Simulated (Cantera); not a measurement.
Cantera run, input and output.

```python
import numpy as np
import cantera as ct

gas = ct.Solution("gri30.yaml")
gas.TPX = 1250, 49000, {'CH4': 1, 'C2H6': 0.3, 'O2': 3.96, 'N2': 14.9}
reactor = ct.IdealGasConstPressureReactor(gas, energy="on", clone=False)
net = ct.ReactorNet([reactor])
net.rtol, net.atol = 1e-08, 1e-16
show = ['CH4', 'C2H6', 'O2', 'NO', 'CH3', 'CH2O', 'H2']
times = np.geomspace(9e-06, 0.4, 14)

steps = ct.SolutionArray(gas, extra=["t"])
rows = []
print(f"{'t/s':>10s}{'T/K':>9s}{'P/Pa':>11s}" + "".join(f"{s:>11s}" for s in show))
for t in times:
    while net.time < t:
        t_next = net.step()
        steps.append(gas.state, t=t_next)
    rows.append([np.interp(t, steps.t, y) for y in (steps.T, steps.P, *steps(*show).X.T)])
    print(f"{t:10.3e}{rows[-1][0]:9.1f}{rows[-1][1]:11.4g}" + "".join(f"{x:11.3e}" for x in rows[-1][2:]))
rate = np.gradient(steps.T, steps.t)
print("integrator steps:", len(steps.t))
if steps.T.max() > steps.T[0] + 200:
    print(f"time of steepest temperature rise: {steps.t[rate.argmax()]:.4e} s")
gas.TPX = 1250, 49000, {'CH4': 1, 'C2H6': 0.3, 'O2': 3.96, 'N2': 14.9}
gas.equilibrate("HP")
print(f"equilibrium (HP): T = {gas.T:.1f} K  " + "  ".join(f"{s} {gas[s].X[0]:.3e}" for s in show))
```

Result:

```
       t/s      T/K       P/Pa        CH4       C2H6         O2         NO        CH3       CH2O         H2
 9.000e-06   1250.0    4.9e+04  4.960e-02  1.488e-02  1.964e-01  3.673e-20  7.810e-07  2.601e-09  1.165e-09
 2.050e-05   1250.0    4.9e+04  4.960e-02  1.488e-02  1.964e-01  2.752e-19  1.764e-06  1.361e-08  8.098e-09
 4.670e-05   1250.0    4.9e+04  4.960e-02  1.488e-02  1.964e-01  1.857e-18  3.947e-06  7.130e-08  5.456e-08
 1.064e-04   1250.0    4.9e+04  4.960e-02  1.487e-02  1.964e-01  1.157e-17  8.619e-06  3.920e-07  3.427e-07
 2.423e-04   1249.9    4.9e+04  4.960e-02  1.486e-02  1.964e-01  8.190e-17  1.775e-05  2.678e-06  2.424e-06
 5.519e-04   1250.0    4.9e+04  4.957e-02  1.479e-02  1.963e-01  1.309e-15  3.484e-05  3.031e-05  2.677e-05
 1.257e-03   1257.2    4.9e+04  4.826e-02  1.317e-02  1.943e-01  4.322e-13  1.497e-04  9.291e-04  8.725e-04
 2.864e-03   2423.4    4.9e+04  9.592e-18  1.651e-33  5.101e-02  3.252e-04  1.168e-16  2.197e-11  7.338e-03
 6.523e-03   2511.9    4.9e+04  1.047e-17  7.869e-34  4.818e-02  2.180e-03  9.861e-17  1.626e-11  5.239e-03
 1.486e-02   2508.0    4.9e+04  1.052e-17  7.916e-34  4.665e-02  5.446e-03  9.745e-17  1.615e-11  5.223e-03
 3.384e-02   2503.7    4.9e+04  1.057e-17  7.967e-34  4.505e-02  8.879e-03  9.621e-17  1.604e-11  5.210e-03
 7.709e-02   2502.2    4.9e+04  1.059e-17  7.985e-34  4.449e-02  1.010e-02  9.577e-17  1.600e-11  5.205e-03
 1.756e-01   2502.1    4.9e+04  1.059e-17  7.986e-34  4.446e-02  1.015e-02  9.574e-17  1.600e-11  5.205e-03
 4.000e-01   2502.1    4.9e+04  1.059e-17  7.986e-34  4.446e-02  1.015e-02  9.574e-17  1.600e-11  5.205e-03
integrator steps: 1963
time of steepest temperature rise: 1.9812e-03 s
equilibrium (HP): T = 2502.1 K  CH4 1.487e-17  C2H6 1.417e-33  O2 4.446e-02  NO 1.015e-02  CH3 1.345e-16  CH2O 1.600e-11  H2 5.205e-03
```

Detailed kinetics in Cantera: GRI-Mech 3.0 (53 species, 325 reactions).
